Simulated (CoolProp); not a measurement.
Properties of R134a along the isobar 4830 kPa (Tc = 374.2 K, pc = 4059 kPa, ω = 0.327).

Computed with CoolProp (reference Helmholtz-energy equation of state, Tillner-Roth 1994).

```csv
T (K),phase,speed of sound (m/s),isothermal compressibility (1/MPa),fugacity coefficient
269,liquid,676.0,0.002478,0.05650
282,liquid,620.0,0.003054,0.08672
295,liquid,564.0,0.003849,0.1265
308,liquid,507.8,0.004992,0.1765
321,liquid,450.8,0.006736,0.2368
334,liquid,392.3,?,0.3070
347,liquid,331.2,0.01508,0.3858
360,liquid,264.6,0.02813,0.4710
373,liquid,183.8,0.08607,0.5588
386,supercritical,105.3,1.040,0.6365
399,supercritical,125.6,0.4530,0.6846
412,supercritical,139.1,?,0.7219
425,supercritical,149.7,0.3111,?
```

### Question
Fill in the missing entries.

### Answer

- 334, isothermal compressibility (1/MPa): 0.009628
- 412, isothermal compressibility (1/MPa): 0.3541
- 425, fugacity coefficient: 0.7531
